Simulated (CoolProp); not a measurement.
Vapour pressure (kPa) of carbon monoxide: the reference equation beside estimates from Tc = 132.9 K, pc = 3498 kPa, ω = 0.050. Clausius-Clapeyron is anchored at 113.4 K with a constant enthalpy of vaporisation of 4.243 kJ/mol.

Model: reference Helmholtz-energy equation of state, Lemmon 2006, in CoolProp. It is a short technical equation, of lower accuracy than the large ones.

```tsv
T (K)	reference	Lee-Kesler	Clausius-Clapeyron	van der Waals	Redlich-Kwong	Soave-Redlich-Kwong	Peng-Robinson
102.7	661.2	661.6	817.1	1142	670.4	665.6	662.3
105.3	789.9	789.9	923.7	1284	804.7	796.2	791.2
108	941.5	941.1	1043	1443	962.8	950.3	943.4
110.7	1113	1112	1170	1614	1141	1125	1116
113.4	1306	1304	1306	1798	1340	1320	1310
116	1513	1510	1444	1986	1553	1531	1519
118.7	1752	1749	1596	2193	1797	1773	1760
121.4	2017	2014	1757	2414	2066	2041	2028
124	2300	2296	1918	2639	2348	2325	2312
126.7	2623	2621	2094	2885	2667	2648	2637
129.4	2980	2981	2278	3145	3013	3000	2993
```

Absolute difference from the reference over all 11 rows, mean and median: Lee-Kesler 0.1 and 0.1 %, Clausius-Clapeyron 13.0 and 12.9 %, van der Waals 34.3 and 31.3 %, Redlich-Kwong 2.1 and 2.3 %, Soave-Redlich-Kwong 1.0 and 1.1 %, Peng-Robinson 0.4 and 0.4 %.
